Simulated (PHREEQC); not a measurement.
PHREEQC input (Pitzer model, pitzer.dat):

```
SOLUTION 1
  temp 40
  units mol/kgw
  pH 7 charge
  Cl 0.083
  K 0.053
  Na 0.03
END
USE solution 1
INCREMENTAL_REACTIONS false
REACTION 1
  H2O -1
  0 9.886 18.011 24.689 30.178 34.689 38.397 41.444
  43.949 46.007 47.699 49.089 50.232 51.172 51.944 52.578
  53.1 53.528 53.88 54.17 54.408 54.603 54.764 54.896
  55.005 55.094 55.168 55.228 moles
EQUILIBRIUM_PHASES 1
  Halite 0 0
  Sylvite 0 0
SELECTED_OUTPUT 1
  -reset false
  -pH true
  -pe true
  -ionic_strength true
  -water true
  -activities H2O
  -totals Cl K Na
  -molalities H+ Na+ K+ Cl- OH-
  -equilibrium_phases Halite Sylvite
PRINT
  -reset false
END
```

Selected output (columns that matter, 20 of 28 rows; water left (kg) added in front):

```
water left (kg)	pH	mu	Cl	K	Na	m_H+	m_Na+	m_K+	m_Cl-	m_OH-	la_H2O	Halite	Sylvite
1	6.7614	0.083	0.083	0.053	0.03	2.1565e-07	0.03	0.053	0.083	2.1565e-07	-0.0012093	0	0
0.821894	6.7602	0.10099	0.10099	0.064485	0.036501	2.1869e-07	0.036501	0.064485	0.10099	2.1869e-07	-0.0014657	0	0
0.555203	6.7573	0.14949	0.14949	0.095461	0.054034	2.2477e-07	0.054034	0.095461	0.14949	2.2477e-07	-0.0021542	0	0
0.456313	6.7553	0.18189	0.18189	0.11615	0.065744	2.277e-07	0.065744	0.11615	0.18189	2.277e-07	-0.0026125	0	0
0.30824	6.7501	0.26927	0.26927	0.17194	0.097327	2.3299e-07	0.097327	0.17194	0.26927	2.3299e-07	-0.003846	0	0
0.253345	6.7467	0.32762	0.32762	0.2092	0.11842	2.3515e-07	0.11842	0.2092	0.32762	2.3515e-07	-0.0046694	0	0
0.171138	6.7377	0.48499	0.48499	0.30969	0.1753	2.3786e-07	0.1753	0.30969	0.48499	2.3786e-07	-0.0068959	0	0
0.140655	6.7318	0.5901	0.5901	0.37681	0.21329	2.3808e-07	0.21329	0.37681	0.5901	2.3808e-07	-0.0083904	0	0
0.115613	6.7246	0.71791	0.71791	0.45843	0.25949	2.3729e-07	0.25949	0.45843	0.71791	2.3729e-07	-0.010218	0	0
0.0780853	6.7057	1.0629	1.0629	0.67875	0.3842	2.3169e-07	0.3842	0.67875	1.0629	2.3169e-07	-0.015221	0	0
0.0641769	6.6933	1.2933	1.2933	0.82584	0.46746	2.2635e-07	0.46746	0.82584	1.2933	2.2635e-07	-0.018625	0	0
0.0433504	6.6606	1.9146	1.9146	1.2226	0.69204	2.0918e-07	0.69204	1.2226	1.9146	2.0918e-07	-0.028104	0	0
0.0356396	6.6392	2.3289	2.3289	1.4871	0.84176	1.9692e-07	0.84176	1.4871	2.3289	1.9692e-07	-0.034684	0	0
0.0292979	6.6137	2.833	2.833	1.809	1.024	1.8206e-07	1.024	1.809	2.833	1.8206e-07	-0.042988	0	0
0.0197855	6.5474	4.195	4.195	2.6787	1.5163	1.452e-07	1.5163	2.6787	4.195	1.452e-07	-0.067103	0	0
0.0162724	6.5052	5.1007	5.1007	3.2571	1.8436	1.2436e-07	1.8436	3.2571	5.1007	1.2436e-07	-0.084478	0	0
0.0109937	6.4154	6.4545	6.4545	3.7257	2.7288	9.8193e-08	2.7288	3.7257	6.4545	9.8193e-08	-0.11375	0	0.012041
0.00902992	6.3661	6.7289	6.7289	3.4066	3.3223	9.3014e-08	3.3223	3.4066	6.7289	9.3014e-08	-0.12172	0	0.022239
0.00609332	6.2284	7.5562	7.5562	2.6328	4.9234	7.8728e-08	4.9234	2.6328	7.5562	7.8728e-08	-0.14732	0	0.036958
0.00501236	6.2253	7.5757	7.5757	2.6173	4.9584	7.8415e-08	4.9584	2.6173	7.5757	7.8415e-08	-0.14795	0.005147	0.039881
```

Away from 25 °C the constants follow the database's enthalpies or fits; those with neither stay at their 25 °C values.
